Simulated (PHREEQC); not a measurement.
0.015 g of hydrous ferric oxide (600 m²/g; 0.2 weak and 0.005 strong sites per Fe, Dzombak-Morel constants, diffuse double layer) in 1 kg of water with 0.005 mol/kgw of an inert sodium salt, at 25 °C; the pH is set by adding NaOH or the inert anion's acid. Oxygen alone is held at its pressure in air (log pO2 = -0.68). CO2 from the air is kept out. Nothing may precipitate in this run.

Equilibrium calculation in PHREEQC: ion-association model, wateq4f.dat.

Problem. Predict surface charge σ (C/m²), surface potential ψ (mV) at pH = 4.33, 8.33, 9.67.

Solution. 
| pH | surface charge σ (C/m²) | surface potential ψ (mV) |
|---|---|---|
| 4.33 | 0.147 | 183 |
| 8.33 | -0.002 | -12 |
| 9.67 | -0.021 | -86 |

Species that the database lacks are ignored. The oxide is taken as insoluble; below pH 4 it would dissolve.
